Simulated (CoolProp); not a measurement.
Properties of hexamethyldisiloxane (MM) along the isotherm 140.45 °C.

Computed with CoolProp (reference Helmholtz-energy equation of state, Thol 2016).

| p (kPa) | phase | cp (kJ/(kg K)) | cv (kJ/(kg K)) | isothermal compressibility (1/MPa) | expansivity (1/kK) | fugacity coefficient |
|---|---|---|---|---|---|---|
| 1210 | liquid | 2.237 | 1.833 | 0.007689 | 2.171 | 0.2222 |
| 2410 | liquid | 2.223 | 1.831 | 0.006945 | 2.041 | 0.1220 |
| 3620 | liquid | 2.211 | 1.830 | 0.006344 | 1.933 | 0.08887 |
| 4830 | liquid | 2.202 | 1.829 | 0.005850 | 1.842 | 0.07282 |
| 6030 | liquid | 2.194 | 1.828 | 0.005439 | 1.765 | 0.06368 |
| 7240 | liquid | 2.187 | 1.827 | 0.005085 | 1.697 | 0.05791 |
| 8450 | liquid | 2.180 | 1.827 | 0.004779 | 1.637 | 0.05415 |
| 9660 | liquid | 2.175 | 1.826 | 0.004512 | 1.583 | 0.05167 |
